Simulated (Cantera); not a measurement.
Charge: 1 mol NF₃, 4 mol H₂O, 15 mol N₂, held at 2175 K.

These are equilibrium values from Cantera (NASA tables, ideal gas, pure condensed phases), not measurements of a reactor. Candidate condensed phases: H₂O; 40 gas species. The ideal-gas law is rough above about 30 bar. The numbers say what is thermodynamically allowed, not how fast it happens.

log p: log10 of the partial pressure in bar; nothing condenses.

| P (Pa) | log p N₂ | log p HF | log p H₂O | log p H | log p O | log p O₂ | log p H₂ | log p OH |
|---|---|---|---|---|---|---|---|---|
| 10 | -4.19 | -4.90 | -5.41 | -5.15 | -5.38 | -5.49 | -5.67 | -5.75 |
| 120 | -3.08 | -3.79 | -4.00 | -4.71 | -4.84 | -4.41 | -4.80 | -4.78 |
| 1400 | -2.01 | -2.72 | -2.84 | -4.40 | -4.32 | -3.36 | -4.17 | -3.94 |
| 17000 | -0.92 | -1.63 | -1.73 | -4.11 | -3.77 | -2.27 | -3.60 | -3.11 |
| 210000 | (withheld) | (withheld) | (withheld) | (withheld) | (withheld) | (withheld) | (withheld) | (withheld) |
| 2500000 | (withheld) | (withheld) | (withheld) | (withheld) | (withheld) | (withheld) | (withheld) | (withheld) |
| 30000000 | 2.33 | 1.62 | 1.54 | -3.29 | -2.15 | 0.98 | -1.97 | -0.66 |

Q: Some entries are withheld; supply them.

A: 
- 210000, log p N₂: 0.17
- 210000, log p HF: -0.54
- 210000, log p H₂O: -0.62
- 210000, log p H: -3.84
- 210000, log p O: -3.23
- 210000, log p O₂: -1.18
- 210000, log p H₂: -3.05
- 210000, log p OH: -2.28
- 2500000, log p N₂: 1.25
- 2500000, log p HF: 0.54
- 2500000, log p H₂O: 0.46
- 2500000, log p H: -3.57
- 2500000, log p O: -2.69
- 2500000, log p O₂: -0.10
- 2500000, log p H₂: -2.51
- 2500000, log p OH: -1.47
